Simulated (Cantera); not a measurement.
Input: 1 mol SiH2Cl2, 8.3 mol O3, 14 mol N2, at 0.133 bar.

These are equilibrium values from Cantera (NASA tables, ideal gas, pure condensed phases), not measurements of a reactor. Candidate condensed phases: H2O, NH4Cl, Si, SiO2, Si2N2O, Si3N4; 47 gas species. The tables hold silica as quartz up to 1696 K and as liquid above; real silica turns to tridymite and cristobalite and melts near 1996 K. Rates play no part.

Task: Which condensed phases are stable at each of these points (T (K)): 1475, 1500, 1525, 1550, 1575, 1600, 1625, 1650, 1675, 1700, 1725, 1750, 1775, 1800?

Result: 
```csv
T (K),condensed phases,Si condensed (%)
1475,SiO2(β-quartz),100.0
1500,SiO2(β-quartz),100.0
1525,SiO2(β-quartz),100.0
1550,SiO2(β-quartz),100.0
1575,SiO2(β-quartz),100.0
1600,SiO2(β-quartz),100.0
1625,SiO2(β-quartz),100.0
1650,SiO2(β-quartz),100.0
1675,SiO2(β-quartz),100.0
1700,SiO2(condensed),100.0
1725,SiO2(condensed),100.0
1750,SiO2(condensed),100.0
1775,SiO2(condensed),100.0
1800,SiO2(condensed),100.0
```

From 1475 K to 1675 K the condensed part is SiO2(β-quartz). From 1700 K to 1800 K the condensed part is SiO2(condensed).
